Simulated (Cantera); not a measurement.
## Transport properties of process gases

Gas mixture: CO₂ : C₂H₂ : CH₄ : CH₃OH = 0.78 : 0.57 : 0.41 : 0.97 (molar parts), at 10.0 bar, frozen composition.

Cantera's kinetic-theory transport with the Lennard-Jones parameters of GRI-Mech 3.0, ideal gas; thermal conductivity in the multicomponent form. Polar gases are described roughly by these parameters. The composition is frozen, though it would react at the higher temperatures.

| T (K) | ρ (kg/m³) | cp (J/kg/K) | μ (µPa s) | λ (mW/m/K) | Pr | D (cm²/s) CH₄ | D (cm²/s) CH₃ | D (cm²/s) O |
|---|---|---|---|---|---|---|---|---|
| 400 | 9.56 | 1466 | 15.5 | 31.5 | 0.720 | 0.0294 | 0.0307 | 0.0445 |
| 650 | 5.88 | 1882 | 23.7 | 62.0 | 0.720 | 0.0707 | 0.0736 | 0.104 |
| 900 | 4.25 | 2179 | 30.8 | 93.2 | 0.719 | 0.125 | 0.130 | 0.182 |
| 1150 | 3.33 | 2408 | 37.0 | 124 | 0.718 | 0.190 | 0.197 | 0.275 |
| 1400 | 2.73 | 2575 | 42.7 | 153 | 0.717 | 0.265 | 0.275 | 0.382 |
| 1650 | 2.32 | 2698 | 47.8 | 180 | 0.716 | 0.349 | 0.362 | 0.503 |
| 1900 | 2.01 | 2790 | 52.7 | 206 | 0.714 | 0.442 | 0.459 | 0.636 |
D: mixture-averaged diffusion coefficient of that species in the mixture.
